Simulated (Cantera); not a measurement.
Input: 1 mol Ta₂O₅, 480 mol H₂, equilibrated at 1675 K and 13.3 mbar.

Equilibrium computed with Cantera from the NASA thermochemical tables; the gas is ideal and each condensed phase is pure. Candidate condensed phases: H₂O, Ta, Ta₂O₅; 12 gas species. Mutual solubility and eutectic melting of coexisting phases are not modelled. Condensed phases not in the tables: N, O or C dissolved in the metal. Kinetics and transport are ignored.

Base state: H₂ 0.999, H 0.00100, H₂O 0.000329 (mole fractions); condensed: Ta(s) + Ta₂O₅(s).

Q: What changes in the equilibrium state with this change: Ta₂O₅ replaced by TiO₂?

A: 
| species | before | after |
|---|---|---|
| H₂ | 0.999 | 0.998 |
| H | 0.00100 | 0.00100 |
| H₂O | 0.000329 | 0.000908 |
| Ta(s), mol | 0.0632 | 0 |
| Ta₂O₅(s), mol | 0.968 | 0 |
| Ti₂O₃(s), mol | 0 | 0.308 |
| Ti₃O₅(s), mol | 0 | 0.128 |
Further candidate phases: Ti, TiO, TiO₂, Ti₂O₃, Ti₃O₅, Ti₄O₇.

Q: What changes in the equilibrium state with this change: temperature from 1675 K to 1348 K?

A: 
| species | before | after |
|---|---|---|
| H₂ | 0.999 | 1.000 |
| H₂O | 0.000329 | 2.39e-5 |
| H | 0.00100 | 2.00e-5 |
| Ta(s), mol | 0.0632 | 0.00458 |
| Ta₂O₅(s), mol | 0.968 | 0.998 |
